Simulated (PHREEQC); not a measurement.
Dissolve 0.75 mol HCl, 0.032 mol MgSO4 and 0.33 mol MgCl2 per kg of water at 23 °C. Closed to the air; pH follows from the charge balance.

All values are PHREEQC results (Pitzer model, pitzer.dat), not measurements.

Precipitation was switched off in this run.

Problem. Estimate the pH, density, activity of water.

Solution. pH 0.02; density 1.038 g/cm³; activity of water 0.952.

Problem. In which forms is S present?

Solution. HSO4- 68 %, SO4-2 32 % of the S.

Species that the database lacks are ignored. In brines, pH and single-ion activities rest on the MacInnes convention.
